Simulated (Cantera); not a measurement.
A perfectly stirred reactor is fed with 18.2 % CH₄, 81.8 % CO₂, at 1.00 bar; it is held at 1650 K, and followed from long to short residence time.

Model: GRI-Mech 3.0 (53 species, 325 reactions), integrated in Cantera.

Task: Predict: x(CH₄) at τ = 0.930 s; x(CO₂) at τ = 0.930 s; x(H₂O) at τ = 0.930 s; x(CH₃) at τ = 0.930 s; x(CH₄) at τ = 9.80 ms; x(CO₂) at τ = 9.80 ms; x(H₂O) at τ = 9.80 ms; x(CH₃) at τ = 9.80 ms.

Result: 
```json
{
  "x(CH₄) at τ = 0.930 s": "0.0150",
  "x(CO₂) at τ = 0.930 s": "0.376",
  "x(H₂O) at τ = 0.930 s": "0.177",
  "x(CH₃) at τ = 0.930 s": "9.88e-5",
  "x(CH₄) at τ = 9.80 ms": "0.132",
  "x(CO₂) at τ = 9.80 ms": "0.759",
  "x(H₂O) at τ = 9.80 ms": "0.0255",
  "x(CH₃) at τ = 9.80 ms": "0.000578"
}
```
